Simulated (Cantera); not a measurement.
# Hg + N2 (iron carbonyl, mercury and lead vapours)

Input: 1 mol Hg, 0.21 mol N2, equilibrated at 1098 K and 520 Pa.

These are equilibrium values from Cantera (NASA tables, ideal gas, pure condensed phases), not measurements of a reactor. Candidate condensed phases: Hg; 3 gas species. The numbers say what is thermodynamically allowed, not how fast it happens.

```json
{
  "x(Hg)": "0.826",
  "x(N2)": "0.174",
  "gas_amount": "1.210 mol",
  "log10 activity of Hg(l) (absent)": "-4.41"
}
```
